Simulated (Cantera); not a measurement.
Thermodynamics of silicon carbide growth, feed Si(CH3)4 + C2H4 + H2 + HCl

Input: 1 mol Si(CH3)4, 0.15 mol C2H4, 2.9 mol H2, 0.81 mol HCl, equilibrated at 27000 Pa.

Method: chemical equilibrium by Gibbs-energy minimisation in Cantera with the NASA 1993 tables (ideal gas, pure condensed phases). Candidate condensed phases: C, C6H6, C7H8, C8H18, Si, SiC; 109 gas species. The tables' values for SiCl, SiCl3 are old estimates; treat these amounts as uncertain. Gases not in the tables: Si2H6 and higher silanes. The numbers say what is thermodynamically allowed, not how fast it happens.

```json
[
 {"T (°C)": "1027", "x H2": "0.918", "x HCl": "0.0804", "x H": "2.04e-6", "x CH4": "0.00179", "x C2H2 (acetylene)": "5.29e-7", "x SiCl2": "5.57e-5", "x Cl": "1.51e-7", "n C(graphite)": "3.28", "n SiC(s)": "0.998"},
 {"T (°C)": "1102", "x H2": "0.918", "x HCl": "0.0806", "x H": "6.32e-6", "x CH4": "0.00113", "x C2H2 (acetylene)": "1.63e-6", "x SiCl2": "8.73e-5", "x Cl": "4.59e-7", "n C(graphite)": "3.29", "n SiC(s)": "0.998"},
 {"T (°C)": "1177", "x H2": "0.918", "x HCl": "0.0806", "x H": "1.74e-5", "x CH4": "0.000752", "x C2H2 (acetylene)": "4.48e-6", "x SiCl2": "0.000130", "x Cl": "1.25e-6", "n C(graphite)": "3.29", "n SiC(s)": "0.998"},
 {"T (°C)": "1252", "x H2": "0.919", "x HCl": "0.0805", "x H": "4.36e-5", "x CH4": "0.000520", "x C2H2 (acetylene)": "1.11e-5", "x SiCl2": "0.000185", "x Cl": "3.07e-6", "n C(graphite)": "3.30", "n SiC(s)": "0.998"},
 {"T (°C)": "1327", "x H2": "0.919", "x HCl": "0.0804", "x H": "0.000100", "x CH4": "0.000372", "x C2H2 (acetylene)": "2.53e-5", "x SiCl2": "0.000255", "x Cl": "6.94e-6", "n C(graphite)": "3.30", "n SiC(s)": "0.997"},
 {"T (°C)": "1402", "x H2": "0.919", "x HCl": "0.0802", "x H": "0.000214", "x CH4": "0.000275", "x C2H2 (acetylene)": "5.34e-5", "x SiCl2": "0.000339", "x Cl": "1.46e-5", "n C(graphite)": "3.30", "n SiC(s)": "0.996"},
 {"T (°C)": "1477", "x H2": "0.919", "x HCl": "0.0800", "x H": "0.000429", "x CH4": "0.000208", "x C2H2 (acetylene)": "0.000106", "x SiCl2": "0.000440", "x Cl": "2.88e-5", "n C(graphite)": "3.30", "n SiC(s)": "0.995"},
 {"T (°C)": "1552", "x H2": "0.919", "x HCl": "0.0797", "x H": "0.000812", "x CH4": "0.000161", "x C2H2 (acetylene)": "0.000197", "x SiCl2": "0.000557", "x Cl": "5.37e-5", "n C(graphite)": "3.30", "n SiC(s)": "0.994"},
 {"T (°C)": "1627", "x H2": "0.918", "x HCl": "0.0794", "x H": "0.00146", "x CH4": "0.000128", "x C2H2 (acetylene)": "0.000350", "x SiCl2": "0.000690", "x Cl": "9.55e-5", "n C(graphite)": "3.30", "n SiC(s)": "0.993"},
 {"T (°C)": "1702", "x H2": "0.917", "x HCl": "0.0789", "x H": "0.00252", "x CH4": "0.000103", "x C2H2 (acetylene)": "0.000595", "x SiCl2": "0.000837", "x Cl": "0.000162", "n C(graphite)": "3.30", "n SiC(s)": "0.991"},
 {"T (°C)": "1777", "x H2": "0.915", "x HCl": "0.0784", "x H": "0.00418", "x CH4": "8.43e-5", "x C2H2 (acetylene)": "0.000971", "x SiCl2": "0.000998", "x Cl": "0.000265", "n C(graphite)": "3.29", "n SiC(s)": "0.989"},
 {"T (°C)": "1852", "x H2": "0.912", "x HCl": "0.0778", "x H": "0.00667", "x CH4": "6.99e-5", "x C2H2 (acetylene)": "0.00153", "x SiCl2": "0.00117", "x Cl": "0.000418", "n C(graphite)": "3.28", "n SiC(s)": "0.987"}
]
```
x: gas mole fraction; n: condensed amount in mol.

From 1027 °C to 1852 °C the condensed part is C(graphite) + SiC(s). The main Si-bearing gas is SiCl4 at 1027 °C and SiCl2 at 1852 °C.
